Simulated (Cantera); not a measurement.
**Ni + H2S + N2 (metals in furnace atmospheres)**

A closed system holds: 1 mol Ni, 3.6 mol H2S, 38 mol N2, equilibrated at 8250 Torr.

These are equilibrium values from Cantera (NASA tables, ideal gas, pure condensed phases), not measurements of a reactor. Candidate condensed phases: Ni, NiS, NiS2, Ni3S2, Ni3S4, S; 17 gas species. Gases not in the tables: S3 to S7. Kinetics and transport are ignored.

At 650 °C the condensed part is NiS(s) + Ni3S2(s). At 750 °C the condensed part is Ni3S2(s). From 850 °C to 1350 °C the condensed part is Ni3S2(l).

| T (°C) | log p N2 | log p H2S | log p H2 | log p S2 | log p SH | log p NH3 | log p S | log p H | n NiS(s) | n Ni3S2(s) | n Ni3S2(l) |
|---|---|---|---|---|---|---|---|---|---|---|---|
| 650 | 1.00 | -0.11 | -0.74 | -3.80 | -5.68 | -3.60 | <-10 | -9.98 | 0.0805 | 0.306 | 0 |
| 750 | 1.00 | -0.11 | -0.75 | -2.79 | -4.77 | -3.92 | -9.30 | -8.76 | 0 | 0.333 | 0 |
| 850 | 1.00 | -0.12 | -0.71 | -2.05 | -4.04 | -4.12 | -7.95 | -7.73 | 0 | 0 | 0.333 |
| 950 | 1.00 | -0.14 | -0.64 | -1.56 | -3.48 | -4.22 | -6.88 | -6.84 | 0 | 0 | 0.333 |
| 1050 | 1.00 | -0.18 | -0.54 | -1.25 | -3.03 | -4.26 | -6.03 | -6.07 | 0 | 0 | 0.333 |
| 1150 | 1.00 | -0.23 | -0.45 | -1.04 | -2.67 | -4.27 | -5.32 | -5.40 | 0 | 0 | 0.333 |
| 1250 | 1.00 | -0.30 | -0.36 | -0.89 | -2.38 | -4.28 | -4.72 | -4.82 | 0 | 0 | 0.333 |
| 1350 | 1.00 | -0.37 | -0.30 | -0.79 | -2.14 | -4.30 | -4.21 | -4.31 | 0 | 0 | 0.333 |
log p: log10 of the partial pressure in bar; n: condensed amount in mol.
